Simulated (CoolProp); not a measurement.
The numbers come from the reference Helmholtz-energy equation of state, Bücker 2006 in CoolProp.

**Question.** Give the vapour pressure (MPa), vapour density (kg/m³), surface tension (mN/m) of saturated ethane at 248 K.

**Answer.** 
```json
[
 {"T (K)": "248", "p (MPa)": "1.23", "vapour density (kg/m³)": "22.2", "surface tension (mN/m)": "6.59"}
]
```

Surface tension comes from a separate correlation (Mulero 2012).
